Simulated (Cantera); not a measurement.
Cantera run:

```python
import numpy as np
import cantera as ct

gas_names = """
    Ca CaO CaOH CaO2H2 Ca2 H HO2 H2 H2O H2O2 O OH O2 O3
""".split()
cond_names = """
    Ca(a) Ca(b) Ca(L) CaO(s) CaO(L) CaO2H2(s) H2O(s) H2O(L)
""".split()


# ... load() reads the species with a 1 bar reference pressure and builds the phases ...
atoms = {
    'CaO': {'Ca': 1, 'O': 1},
    'O2': {'O': 2},
    'H2O': {'H': 2, 'O': 1},
}
top_T = {}  # K; cautious upper limits of use, not melting points


# ... equilibrate(T, P, feed) seeds the gas with the atoms and calls Mixture.equilibrate('TP', solver="vcs", rtol=1e-11, max_steps=5000) ...
results = []
feed = {'CaO': 1, 'O2': 2, 'H2O': 1.1}  # mol
P = 100000  # Pa
for T in [675, 750, 825, 900, 975, 1050, 1125, 1200, 1275, 1350, 1425, 1500]:
    mix = equilibrate(T, P, feed)
    results.append((T, P, feed, dict(zip(mix.species_names, mix.species_moles))))

top = {s: max(r[3][s] / sum(r[3][g] for g in gas_names) for r in results) for s in gas_names}
cols = sorted((s for s in top if top[s] > 1e-06), key=lambda s: -top[s])[:6]
seen = [c for c in cond_names if any(r[3].get(c, 0) > 1e-12 for r in results)]
print("log10 of partial pressures in bar; condensed amounts in mol")
print(f"{'T/K':>10s}" + "".join(f"{s[:9]:>10s}" for s in cols + seen))
for T, P, feed, n in results:
    ng = sum(n[g] for g in gas_names)
    print(f"{T:10.4g}" + "".join(f"{np.log10(max(n[s] / ng * P / 1e5, 1e-99)):10.3f}" for s in cols)
          + "".join(f"{n.get(c, 0):10.4g}" for c in seen))
```

It prints:

```
log10 of partial pressures in bar; condensed amounts in mol
       T/K        O2       H2O        OH         O    CaO(s) CaO2H2(s)
       675    -0.030    -1.173   -10.943   -16.156   0.04412    0.9559
       750    -0.190    -0.450    -9.368   -14.289         1         0
       825    -0.190    -0.450    -8.342   -12.695         1         0
       900    -0.190    -0.450    -7.485   -11.364         1         0
       975    -0.190    -0.450    -6.760   -10.237         1         0
      1050    -0.190    -0.450    -6.138    -9.270         1         0
      1125    -0.190    -0.450    -5.599    -8.431         1         0
      1200    -0.190    -0.450    -5.127    -7.696         1         0
      1275    -0.190    -0.450    -4.710    -7.047         1         0
      1350    -0.190    -0.450    -4.340    -6.470         1         0
      1425    -0.190    -0.450    -4.008    -5.953         1         0
      1500    -0.190    -0.450    -3.710    -5.487         1         0
```

Equilibrium computed with Cantera from the NASA thermochemical tables; the gas is ideal and each condensed phase is pure.
